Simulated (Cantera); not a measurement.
Input: 1 mol Fe, 0.38 mol CO, a varied amount of H2, at 1700 K and 1.33 mbar.

Method: chemical equilibrium by Gibbs-energy minimisation in Cantera with the NASA 1993 tables (ideal gas, pure condensed phases). Candidate condensed phases: C, C6H6, C7H8, C8H18, Fe, Fe(CO)5, FeO, Fe(OH)2, Fe(OH)3, Fe2O3, Fe3O4, H2O; 114 gas species. Equilibrium is a limit: real reactors are often held back by kinetics, nucleation or transport.

### Question
At 59 mol H2, list the 4 most abundant gas species with their mole fractions, and the condensed phases.

### Answer
H2 0.985, CO 0.00636, Fe 0.00472, H 0.00400. Condensed: Fe(δ).
